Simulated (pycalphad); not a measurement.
Source of the numbers: pycalphad with the COST 507 light-alloy database (1999); pressure 1 atm. No gas phase is included, though pure Mg would boil below 1650 K. The data set is of 1999 and partly superseded. The system is extrapolated from its subsystems; higher-order compounds may be missing. Kinetics are ignored, which matters at the lower temperatures.

Molar enthalpy of Al-3.637Fe-0.1431Si-0.5306Mg (wt.%) in equilibrium (SER reference):

| T (K) | H (kJ/mol) | phases |
|---|---|---|
| 1650 | 50.12 | liquid |
| 1570 | 47.56 | liquid |
| 1490 | 45.01 | liquid |
| 1410 | 42.46 | liquid |
| 1330 | 39.91 | liquid |
| 1250 | 37.37 | liquid |
| 1170 | 34.82 | liquid |
| 1090 | 32.28 | liquid |
| 1050 | 31.01 | liquid |
| 1010 | 29.70 | liquid + AL13FE4 |
| 930 | 26.39 | liquid + AL13FE4 |
| 890 | 14.65 | fcc + AL13FE4 |
| 850 | 13.35 | fcc + AL13FE4 |
| 770 | 10.84 | fcc + AL13FE4 + ALFESI_ALPHA |
| 690 | 8.38 | fcc + AL13FE4 + ALFESI_ALPHA + MG2SI |
| 610 | 6.00 | fcc + AL13FE4 + MG2SI |
| 530 | 3.77 | fcc + AL13FE4 + MG2SI |
| 450 | 1.62 | fcc + AL13FE4 + MG2SI |
| 370 | -0.45 | fcc + AL13FE4 + MG2SI |

Cooling from 1050 K to 890 K, across the freezing range, releases 16.4 kJ/mol, or 595 J/g. The slope is 32 J/(mol K) in the liquid and 32 J/(mol K) just below the solidus, where it includes any heat of precipitation. Liquidus 1012 K, solidus 910 K. Changes were sought between steps of 40 K, so a narrower field can be missed.

Database names, with the compositions (at.%) that they take in these runs: AL13FE4: Al 76 Fe 24; ALFESI_ALPHA: Al 74 Fe 19 Si 7; MG2SI: Mg 67 Si 33.
